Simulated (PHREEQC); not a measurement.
1 kg of water holding 0.0049 mol NaOH, 0.24 mol Na2CO3, 0.025 mol NaCl and 0.31 mol Na2SO4 is evaporated at 30 °C; the solids stay in contact with the brine. CO2 is held at log p = -3.4 (atm). Solids allowed: Burkeite, Halite, Mirabilite, Nahcolite, Natron, Thenardite, Trona. Others were left out.

The series has 18 steps of water left (kg), from 0.9993 to 0.02971.

Equilibrium calculation in PHREEQC: Pitzer model, pitzer.dat.

Problem. Which solids form, in which order, and at which step of the series does each first stand?

Solution. Thenardite from water left = 0.1137 kg (pH 9.93); Trona from water left = 0.1137 kg (pH 9.93).
